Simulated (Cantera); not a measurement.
A freely propagating, adiabatic, planar premixed flame of H2 : O2 : N2 = 0.76 : 0.735 : 2.35 (molar parts), equivalence ratio 0.52, unburnt at 425 K and 97.5 Torr; mixture-averaged transport, grid criteria slope 0.08 and curve 0.16, no radiation.

Cantera simulation using the H2/O2 subset of GRI-Mech 3.0, which has no nitrogen chemistry; the numbers are that mechanism's predictions, not measurements. Burning velocities carry a grid error of a few per cent, more on coarse grids. Lean hydrogen flames are cellular in practice and burn faster than this planar one.

x: mole fraction of selected species; z is measured from the peak of heat release.

```json
[
 {"z (mm)": "-15.3", "T (K)": "425", "u (m/s)": "2.08", "x H2": "0.198", "x O2": "0.191", "x H2O2": "<1e-8", "x HO2": "<1e-8", "x H": "<1e-8", "x OH": "<1e-8"},
 {"z (mm)": "-10.2", "T (K)": "425", "u (m/s)": "2.08", "x H2": "0.198", "x O2": "0.191", "x H2O2": "<1e-8", "x HO2": "<1e-8", "x H": "<1e-8", "x OH": "<1e-8"},
 {"z (mm)": "-7.64", "T (K)": "425", "u (m/s)": "2.08", "x H2": "0.198", "x O2": "0.191", "x H2O2": "<1e-8", "x HO2": "<1e-8", "x H": "<1e-8", "x OH": "<1e-8"},
 {"z (mm)": "-5.09", "T (K)": "425", "u (m/s)": "2.08", "x H2": "0.197", "x O2": "0.191", "x H2O2": "<1e-8", "x HO2": "…", "x H": "<1e-8", "x OH": "<1e-8"},
 {"z (mm)": "-2.55", "T (K)": "445", "u (m/s)": "2.16", "x H2": "0.190", "x O2": "0.192", "x H2O2": "7.90e-6", "x HO2": "…", "x H": "7.08e-5", "x OH": "5.20e-5"},
 {"z (mm)": "-1.27", "T (K)": "663", "u (m/s)": "3.13", "x H2": "0.153", "x O2": "0.188", "x H2O2": "8.88e-6", "x HO2": "…", "x H": "0.00428", "x OH": "0.000520"},
 {"z (mm)": "0", "T (K)": "1021", "u (m/s)": "4.70", "x H2": "0.0744", "x O2": "0.157", "x H2O2": "1.14e-6", "x HO2": "…", "x H": "0.0224", "x OH": "0.00205"},
 {"z (mm)": "1.27", "T (K)": "1268", "u (m/s)": "5.80", "x H2": "0.0219", "x O2": "0.116", "x H2O2": "1.40e-6", "x HO2": "…", "x H": "0.0302", "x OH": "0.00564"},
 {"z (mm)": "2.55", "T (K)": "1392", "u (m/s)": "6.33", "x H2": "0.0129", "x O2": "0.106", "x H2O2": "1.02e-6", "x HO2": "…", "x H": "0.0254", "x OH": "0.00750"},
 {"z (mm)": "5.09", "T (K)": "1522", "u (m/s)": "6.87", "x H2": "0.0108", "x O2": "0.103", "x H2O2": "5.74e-7", "x HO2": "…", "x H": "0.0171", "x OH": "0.00921"},
 {"z (mm)": "10.2", "T (K)": "1644", "u (m/s)": "7.37", "x H2": "0.00847", "x O2": "0.101", "x H2O2": "2.94e-7", "x HO2": "…", "x H": "0.00984", "x OH": "0.0101"},
 {"z (mm)": "20.4", "T (K)": "1748", "u (m/s)": "7.78", "x H2": "0.00560", "x O2": "0.101", "x H2O2": "1.55e-7", "x HO2": "…", "x H": "0.00455", "x OH": "0.00965"},
 {"z (mm)": "40.7", "T (K)": "1822", "u (m/s)": "8.07", "x H2": "0.00306", "x O2": "0.101", "x H2O2": "8.88e-8", "x HO2": "…", "x H": "0.00167", "x OH": "0.00792"}
]
```

Task: Fill in the missing entries.

Result: 
- -5.09, x HO2: 1.94e-7
- -2.55, x HO2: 0.000101
- -1.27, x HO2: 5.65e-5
- 0, x HO2: 2.45e-5
- 1.27, x HO2: 1.45e-5
- 2.55, x HO2: 1.11e-5
- 5.09, x HO2: 8.42e-6
- 10.2, x HO2: 6.18e-6
- 20.4, x HO2: 4.12e-6
- 40.7, x HO2: 2.45e-6
